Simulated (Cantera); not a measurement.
Input: 1 mol Pb, 2.2 mol NH3, 2.2 mol N2, equilibrated at 1500 °C and 3680 Torr.

These are equilibrium values from Cantera (NASA tables, ideal gas, pure condensed phases), not measurements of a reactor. Candidate condensed phases: Pb; 11 gas species. Equilibrium is a limit: real reactors are often held back by kinetics, nucleation or transport.

Base state: N2 0.477, H2 0.477, Pb 0.0461, H 8.89e-5, Pb2 8.27e-5, NH3 3.44e-5 (mole fractions); condensed: Pb(l).

Question: What changes in the equilibrium state with this change: temperature from 1500 °C to 1000 °C?

Answer: 
| species | before | after |
|---|---|---|
| N2 | 0.477 | 0.500 |
| H2 | 0.477 | 0.500 |
| Pb | 0.0461 | 0.000375 |
| Pb2 | 8.27e-5 | 2.81e-8 |
| H | 8.89e-5 | 2.28e-7 |
| Pb(l), mol | 0.680 | 0.998 |

Question: What changes in the equilibrium state with this change: temperature from 1500 °C to 802 °C?

Answer: 
```csv
species,before,after
N2,0.477,0.500
H2,0.477,0.500
NH3,3.44e-5,0.000448
Pb,0.0461,1.55e-5
Pb2,8.27e-5,<1e-9
H,8.89e-5,4.69e-9
"Pb(l), mol",0.680,1.000
```

Question: What changes in the equilibrium state with this change: temperature from 1500 °C to 377 °C?

Answer: 
```tsv
species	before	after
N2	0.477	0.500
H2	0.477	0.479
NH3	3.44e-5	0.0215
Pb	0.0461	<1e-9
H	8.89e-5	<1e-9
Pb2	8.27e-5	<1e-9
Pb(l), mol	0.680	1.00
```
